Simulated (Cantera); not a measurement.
Input (Python, Cantera) and output of one run.

```python
import numpy as np
import cantera as ct

gas_names = """
    Br Br2 H HBr HNO HNO2 HNO3 HO2 H2 H2O H2O2 Mg MgBr MgBr2 MgH MgN MgO MgOH MgO2H2 Mg2 N NH NH2 NH3
    NH2OH NO NO2 NO3 N2 N2H2 N2H4 N2O O OH O2 O3
""".split()
cond_names = """
    Br2(cr) Br2(L) H2O(s) H2O(L) Mg(cr) Mg(L) MgBr2(s) MgBr2(L) MgO(s) MgO(L) MgO2H2(s)
""".split()


# ... load() reads the species with a 1 bar reference pressure and builds the phases ...
atoms = {
    'MgO': {'Mg': 1, 'O': 1},
    'HBr': {'H': 1, 'Br': 1},
    'N2': {'N': 2},
}
top_T = {}  # K; cautious upper limits of use, not melting points


# ... equilibrate(T, P, feed) seeds the gas with the atoms and calls Mixture.equilibrate('TP', solver="vcs", rtol=1e-11, max_steps=5000) ...
results = []
feed = {'MgO': 1, 'HBr': 43, 'N2': 0.35}  # mol
P = 100000  # Pa
for T in [1073, 1098, 1123, 1148, 1173, 1198, 1223, 1248, 1273, 1298, 1323, 1348, 1373, 1398]:
    mix = equilibrate(T, P, feed)
    results.append((T, P, feed, dict(zip(mix.species_names, mix.species_moles))))

top = {s: max(r[3][s] / sum(r[3][g] for g in gas_names) for r in results) for s in gas_names}
cols = sorted((s for s in top if top[s] > 1e-05), key=lambda s: -top[s])[:7]
seen = [c for c in cond_names if any(r[3].get(c, 0) > 1e-12 for r in results)]
print("log10 of partial pressures in bar; condensed amounts in mol")
print(f"{'T/K':>10s}" + "".join(f"{s[:9]:>10s}" for s in cols + seen))
for T, P, feed, n in results:
    ng = sum(n[g] for g in gas_names)
    print(f"{T:10.4g}" + "".join(f"{np.log10(max(n[s] / ng * P / 1e5, 1e-99)):10.3f}" for s in cols)
          + "".join(f"{n.get(c, 0):10.4g}" for c in seen))
```

Output:

```
log10 of partial pressures in bar; condensed amounts in mol
       T/K       HBr       H2O     MgBr2        Br        N2        H2       Br2  MgBr2(L)
      1073    -0.021    -1.633    -1.885    -3.415    -2.089    -2.960    -3.044    0.4405
      1098    -0.024    -1.636    -1.704    -3.281    -2.092    -2.895    -2.995    0.1447
      1123    -0.026    -1.637    -1.637    -3.154    -2.093    -2.830    -2.948         0
      1148    -0.026    -1.637    -1.637    -3.032    -2.093    -2.766    -2.903         0
      1173    -0.026    -1.637    -1.637    -2.916    -2.093    -2.703    -2.862         0
      1198    -0.027    -1.637    -1.637    -2.805    -2.093    -2.641    -2.823         0
      1223    -0.027    -1.637    -1.637    -2.699    -2.093    -2.580    -2.788         0
      1248    -0.028    -1.638    -1.638    -2.599    -2.093    -2.521    -2.756         0
      1273    -0.028    -1.638    -1.638    -2.503    -2.094    -2.462    -2.726         0
      1298    -0.029    -1.638    -1.638    -2.411    -2.094    -2.405    -2.699         0
      1323    -0.029    -1.638    -1.638    -2.324    -2.094    -2.348    -2.674         0
      1348    -0.030    -1.638    -1.638    -2.240    -2.094    -2.292    -2.652         0
      1373    -0.031    -1.638    -1.638    -2.160    -2.094    -2.237    -2.632         0
      1398    -0.032    -1.639    -1.639    -2.084    -2.095    -2.183    -2.614         0
```

Equilibrium computed with Cantera from the NASA thermochemical tables; the gas is ideal and each condensed phase is pure.
